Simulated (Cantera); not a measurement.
Mixture: 10.2 % CH4, 0.470 % CO, 18.8 % O2, 70.5 % N2, equivalence ratio 1.1, at 1.00 bar, adiabatic and at constant volume. Ignition delay is the time to a rise of 400 K.

Computed with Cantera and GRI-Mech 3.0 (53 species, 325 reactions).

Predict: delay at 1298 K; delay at 1398 K; delay at 1498 K; delay at 1598 K; delay at 1698 K; delay at 1798 K; apparent activation energy between 1598 and 1798 K.


```json
{
  "delay at 1298 K": "12.3 ms",
  "delay at 1398 K": "3.54 ms",
  "delay at 1498 K": "1.18 ms",
  "delay at 1598 K": "0.462 ms",
  "delay at 1698 K": "0.209 ms",
  "delay at 1798 K": "0.107 ms",
  "apparent activation energy between 1598 and 1798 K": "180 kJ/mol"
}
```
